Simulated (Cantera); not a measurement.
Standard-state values (1 bar) from the NASA 1993 polynomials, evaluated with Cantera. Values are per mole of reaction as written; species without (g) are pure solids or liquids, kept so even where they would boil at 1 bar.

F2(g) + 2 HF(g) + Cu2O = H2O(g) + 2 CuF2(g)

| T (K) | ΔH° (kJ) | ΔS° (J/K) | ΔG° (kJ) | log10 K | condensed phases |
|---|---|---|---|---|---|
| 300 | -59.9 | 80.1 | -84.0 | 14.62 | Cu2O(s) |
| 2625 | ? | ? | ? | ? | Cu2O(l) |
| 2675 | ? | ? | ? | ? | Cu2O(l) |
| 2725 | ? | ? | ? | ? | Cu2O(l) |
| 2775 | -200.7 | -23.2 | -136.1 | 2.56 | Cu2O(l) |
| 2825 | ? | ? | ? | ? | Cu2O(l) |
| 2875 | -203.7 | -24.3 | -133.8 | 2.43 | Cu2O(l) |
| 2925 | -205.2 | -24.9 | -132.5 | 2.37 | Cu2O(l) |
| 2975 | -206.7 | -25.4 | -131.3 | 2.30 | Cu2O(l) |

**Question.** Complete the blanks.

**Answer.** 
- 2625, ΔH° (kJ): -195.9
- 2625, ΔS° (J/K): -21.5
- 2625, ΔG° (kJ): -139.5
- 2625, log10 K: 2.78
- 2675, ΔH° (kJ): -197.5
- 2675, ΔS° (J/K): -22.1
- 2675, ΔG° (kJ): -138.4
- 2675, log10 K: 2.70
- 2725, ΔH° (kJ): -199.1
- 2725, ΔS° (J/K): -22.7
- 2725, ΔG° (kJ): -137.3
- 2725, log10 K: 2.63
- 2825, ΔH° (kJ): -202.2
- 2825, ΔS° (J/K): -23.8
- 2825, ΔG° (kJ): -135.0
- 2825, log10 K: 2.50
